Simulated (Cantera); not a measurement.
An adiabatic, constant-volume homogeneous reactor starts with CO : H2 : CH4 : O2 : N2 = 1 : 0.093 : 0.36 : 1.15 : 4.33 (molar parts), at 1550 K and 14.0 bar. Integrator tolerance rtol = 1e-08.

Computed with Cantera and GRI-Mech 3.0 (53 species, 325 reactions). The pressure lies above the range GRI-Mech 3.0 was tuned for (to about 10 atm). Above 3000 K some thermodynamic fits are extrapolated.

What does this change do: 0.55 parts H2O added?


```tsv
quantity	before	after
time of steepest temperature rise	33.3 µs	36.7 µs
temperature at 0.900 s	3164 K	3065 K
equilibrium temperature	3164 K	3065 K
x(CO) at 0.900 s	0.0892 (gas-phase equilibrium 0.0892)	0.0725 (gas-phase equilibrium 0.0725)
x(H2) at 0.900 s	0.0102 (gas-phase equilibrium 0.0102)	0.0137 (gas-phase equilibrium 0.0137)
x(CH4) at 0.900 s	<1e-12 (gas-phase equilibrium <1e-12)	<1e-12 (gas-phase equilibrium <1e-12)
x(HCO) at 0.900 s	7.98e-7 (gas-phase equilibrium 7.98e-7)	6.11e-7 (gas-phase equilibrium 6.11e-7)
x(H) at 0.900 s	0.00491 (gas-phase equilibrium 0.00491)	0.00435 (gas-phase equilibrium 0.00435)
x(CH2) at 0.900 s	2.04e-12 (gas-phase equilibrium 2.21e-12)	1.28e-12 (gas-phase equilibrium 1.39e-12)
x(OH) at 0.900 s	0.0176 (gas-phase equilibrium 0.0176)	0.0178 (gas-phase equilibrium 0.0178)
```
